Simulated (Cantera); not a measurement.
Input (Python, Cantera) and output of one run.

```python
import numpy as np
import cantera as ct

gas_names = """
    H H2 N NH NH2 NH3 N2 N2H2 N2H4
""".split()
cond_names = """

""".split()


# ... load() reads the species with a 1 bar reference pressure and builds the phases ...
atoms = {
    'NH3': {'N': 1, 'H': 3},
    'H2': {'H': 2},
    'N2': {'N': 2},
}
top_T = {}  # K; cautious upper limits of use, not melting points


# ... equilibrate(T, P, feed) seeds the gas with the atoms and calls Mixture.equilibrate('TP', solver="vcs", rtol=1e-11, max_steps=5000) ...
results = []
feed = {'NH3': 1, 'H2': 0.31, 'N2': 2.8}  # mol
T = 1525  # K
P = 100000  # Pa
mix = equilibrate(T, P, feed)
results.append((T, P, feed, dict(zip(mix.species_names, mix.species_moles))))
x = sorted(zip(gas.X, gas.species_names), reverse=True)
print(f"T = {T:g} K  P = {P:g} Pa  gas = {mix.phase_moles(0):.4g} mol")
print("   x: " + "  ".join(f"{s} {v:.3e}" for v, s in x if v > 1e-05))
print("   condensed (mol): " + ("  ".join(f"{mix.phase(i).name} {mix.phase_moles(i):.4g}"
      for i in range(1, mix.n_phases) if mix.phase_moles(i) > 1e-12) or "none"))
```

Output:

```
T = 1525 K  P = 100000 Pa  gas = 5.11 mol
   x: N2 6.458e-01  H2 3.542e-01  H 1.408e-05
   condensed (mol): none
```

These are equilibrium values from Cantera (NASA tables, ideal gas, pure condensed phases), not measurements of a reactor.
